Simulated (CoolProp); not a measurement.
The fluid at 347.3 K and 0.0135 MPa is throttled through a valve to 0.00495 MPa with no heat exchange. The same conditions are run with several fluids, on thermodynamics alone (safety and materials aside).

The numbers come from the reference Helmholtz-energy equation of state of each fluid (cyclohexane: Zhou 2014; n-perfluoropentane: Gao 2022; n-butane: Bücker 2006; R142b: Lemmon 2006; chlorine: Thol 2021) in CoolProp.

| fluid | temperature change (K) | final density (kg/m³) |
|---|---|---|
| cyclohexane | -0.2 | (withheld) |
| n-perfluoropentane | -0.1 | (withheld) |
| n-butane | -0.1 | 0.0998 |
| R142b | -0.1 | (withheld) |
| chlorine | -0.2 | (withheld) |

Question: Fill in the missing entries.

Answer: 
- cyclohexane, final density (kg/m³): 0.145
- n-perfluoropentane, final density (kg/m³): 0.495
- R142b, final density (kg/m³): 0.172
- chlorine, final density (kg/m³): 0.122
